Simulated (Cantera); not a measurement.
A counterflow diffusion flame at 2.30 bar, nozzles 20 mm apart: fuel side CH4 : N2 = 1 : 0.86 (molar parts) at 350 K, oxidiser side O2 : N2 = 0.21 : 0.79 (molar parts) at 325 K, fuel mass flux 0.98 times the oxidiser's; mixture-averaged transport, no radiation.

Cantera simulation using GRI-Mech 3.0 (53 species, 325 reactions); the numbers are that mechanism's predictions, not measurements. GRI-Mech 3.0 has no aromatics or soot, which form on the fuel side of real flames. The maximum strain rate includes the flame's own expansion and is several times the mean.

x: mole fraction; the columns are a selection and need not sum to one.

| oxidiser flux (kg/m²/s) | max strain (1/s) | mean strain (1/s) | T max (K) | peak x OH | peak x H | peak x NO | peak x CO | peak x C2H2 |
|---|---|---|---|---|---|---|---|---|
| 0.57 | 139 | 28.0 | 2028 | 0.00447 | 0.00151 | 0.000179 | 0.0325 | 0.00684 |
| 0.76 | 179 | 37.3 | 2018 | 0.00453 | 0.00158 | 0.000167 | 0.0323 | 0.00619 |
| 1 | 230 | 49.1 | 2007 | 0.00456 | 0.00164 | 0.000154 | 0.0322 | 0.00562 |
| 1.3 | … | 63.8 | 1995 | 0.00457 | 0.00170 | … | 0.0322 | … |
| 1.8 | 397 | 88.4 | 1980 | 0.00456 | 0.00176 | 0.000121 | 0.0323 | 0.00451 |
| 2.4 | 520 | 118 | 1965 | 0.00452 | 0.00181 | 0.000102 | 0.0325 | 0.00402 |
| 3.2 | 683 | 157 | 1945 | 0.00439 | 0.00183 | 8.20e-5 | 0.0328 | 0.00350 |
| 4.2 | 884 | 206 | 1921 | 0.00419 | 0.00180 | 6.19e-5 | 0.0330 | 0.00296 |
| 5.6 | … | 275 | 1884 | … | 0.00170 | … | 0.0333 | … |

Question: Complete the blanks.

Answer: 
- 1.3, max strain (1/s): 293
- 1.3, peak x NO: 0.000140
- 1.3, peak x C2H2: 0.00510
- 5.6, max strain (1/s): 1160
- 5.6, peak x OH: 0.00381
- 5.6, peak x NO: 3.97e-5
- 5.6, peak x C2H2: 0.00228
